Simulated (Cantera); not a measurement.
Input: 1 mol SiC, 0.065 mol CO₂, 39 mol H₂, 0.68 mol O₂, held at 1302 °C and 1 atm.

Equilibrium computed with Cantera from the NASA thermochemical tables; the gas is ideal and each condensed phase is pure. Candidate condensed phases: C, C₆H₆, C₇H₈, C₈H₁₈, H₂O, Si, SiC, SiO₂; 123 gas species. Mutual solubility and eutectic melting of coexisting phases are not modelled. The tables hold silica as quartz up to 1696 K and as liquid above; real silica turns to tridymite and cristobalite and melts near 1996 K. Kinetics and transport are ignored.

Q: What is the equilibrium state?

A: 
```
Property                                   Result
--------------------------------------  ---------
x(H₂)                                       0.986
x(CO)                                      0.0134
x(CH₄)                                   0.000596
x(SiO)                                   0.000319
x(H₂O)                                    4.11e-5
x(H)                                      4.10e-5
x(C₂H₂ (acetylene))                       2.30e-6
n(SiC(s))                               0.513 mol
n(SiO₂(β-quartz))                       0.474 mol
gas amount                              39.52 mol
log10 activity of C(graphite) (absent)      -0.48
log10 activity of Si(s) (absent)            -1.54
```
